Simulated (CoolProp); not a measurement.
Properties of R236FA along the isotherm 400 K (Tc = 398.1 K, pc = 3.191 MPa, ω = 0.377).

Model: reference Helmholtz-energy equation of state, Pan 2012, in CoolProp.

```tsv
p (MPa)	phase	speed of sound (m/s)	isothermal compressibility (1/MPa)	fugacity coefficient
0.0151	gas	152.0	66.33	0.9984
0.0344	gas	151.7	29.18	0.9963
0.0784	gas	151.1	12.86	0.9916
0.178	gas	149.6	5.730	0.9810
0.406	gas	146.3	2.582	0.9568
0.924	gas	138.1	1.221	0.9026
2.1	gas	115.2	0.7151	0.7818
4.79	supercritical	174.4	0.06263	0.4875
```
